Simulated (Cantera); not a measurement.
Input: 1 mol CuO, 0.75 mol C, 0.011 mol CO, at 14.0 Pa.

Method: chemical equilibrium by Gibbs-energy minimisation in Cantera with the NASA 1993 tables (ideal gas, pure condensed phases). Candidate condensed phases: C, Cu, CuO, Cu2O; 15 gas species. Rates play no part.

Task: Which condensed phases are stable at each of these points (T (°C)): 1127, 1227, 1327, 1427, 1527, 1627, 1727, 1827, 1927, 2027, 2127, 2227, 2327?

Result: 
```csv
T (°C),condensed phases,Cu condensed (%)
1127,Cu(l),99.3
1227,Cu(l),95.2
1327,Cu(l),69.8
1427,gas only,0.0
1527,gas only,0.0
1627,gas only,0.0
1727,gas only,0.0
1827,gas only,0.0
1927,gas only,0.0
2027,gas only,0.0
2127,gas only,0.0
2227,gas only,0.0
2327,gas only,0.0
```

From 1127 °C to 1327 °C the condensed part is Cu(l). From 1427 °C to 2327 °C nothing is condensed.
